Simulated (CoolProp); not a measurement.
c-C4F8 (RC318) along the isobar 11.2 MPa: fugacity coefficient from the reference equation and from simpler models built on Tc = 388.4 K, pc = 2.778 MPa, ω = 0.355; each cubic takes its own stable root.

Computed with CoolProp (reference Helmholtz-energy equation of state, Platzer 1990). This equation is an older, rougher fit; its heat capacities, sound speeds and derivatives of the liquid may be far off and weren't checked against measurements.

| T (K) | phase | reference | Soave-Redlich-Kwong | Peng-Robinson |
|---|---|---|---|---|
| 342.5 | liquid | 0.1282 | 0.1339 | 0.1226 |
| 355.6 | liquid | 0.1625 | 0.1702 | 0.1558 |
| 368.8 | liquid | 0.2009 | 0.2110 | 0.1932 |
| 381.9 | liquid | 0.2422 | 0.2551 | 0.2337 |
| 395 | supercritical | 0.2861 | 0.3019 | 0.2768 |
| 408.1 | supercritical | 0.3317 | 0.3506 | 0.3217 |
| 421.3 | supercritical | 0.3786 | 0.4006 | 0.3679 |
| 434.4 | supercritical | 0.4252 | 0.4501 | 0.4138 |
| 447.5 | supercritical | 0.4710 | 0.4987 | 0.4589 |
| 460.6 | supercritical | 0.5155 | 0.5456 | 0.5027 |
| 473.8 | supercritical | 0.5583 | 0.5908 | 0.5449 |
| 486.9 | supercritical | 0.5985 | 0.6331 | 0.5847 |
| 500 | supercritical | 0.6363 | 0.6728 | 0.6221 |
